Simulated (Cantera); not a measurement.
# Ignition delay

Mixture: H2 : O2 : N2 = 1 : 1.25 : 4.7 (molar parts), at 9.87 atm, adiabatic and at constant volume. Ignition delay is the time to a rise of 400 K.

Computed with Cantera and GRI-Mech 3.0 (53 species, 325 reactions). The hydrogen kinetics of GRI-Mech 3.0 are dated; newer H2 mechanisms differ, most at raised pressure. Where the delays flatten at high temperature, the 400 K rule measures the pace of heat release, not the induction time.

| T0 (K) | delay (ms) |
|---|---|
| 1175 | 0.176 |
| 1250 | 0.0115 |
| 1325 | 0.00430 |
| 1400 | 0.00259 |
| 1475 | 0.00183 |
| 1550 | 0.00140 |
| 1625 | 0.00114 |

```yaml
apparent activation energy between 1475 and 1625 K: 63 kJ/mol
```
